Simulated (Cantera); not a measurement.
Mixture: CH₄ : CO : O₂ : N₂ = 1 : 0.7 : 1.43 : 5.36 (molar parts), equivalence ratio 1.6, at 5630 Torr, adiabatic and at constant volume. Ignition delay is the time to a rise of 400 K.

Cantera simulation using GRI-Mech 3.0 (53 species, 325 reactions); the numbers are that mechanism's predictions, not measurements.

Problem. Predict: delay at 1048 K; delay at 1248 K; delay at 1448 K; delay at 1648 K; apparent activation energy between 1548 and 1748 K.

Solution. delay at 1048 K: 0.178 s
delay at 1248 K: 7.38 ms
delay at 1448 K: 0.599 ms
delay at 1648 K: 76.7 µs
apparent activation energy between 1548 and 1748 K: 210 kJ/mol
